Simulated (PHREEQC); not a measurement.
Consider water at 20 °C with 4.2 mmol/kgw NH4Cl, 1.5 mmol/kgw Na2SO4 and 38 mmol/kgw LiCl. Closed to the air; pH follows from the charge balance.

Model: ion-association model, phreeqc.dat, run in PHREEQC.

No solid was allowed to form.

### Question
Order these S species by the share of S that they hold, largest first: NH4SO4-, SO4-2, NaSO4-, LiSO4-.

### Answer
SO4-2 (90 %), LiSO4- (7.1 %), NH4SO4- (2.2 %), NaSO4- (0.62 %)

The pH is 5.98 and the ionic strength 0.0464 mol/kgw. Species that the database lacks are ignored.
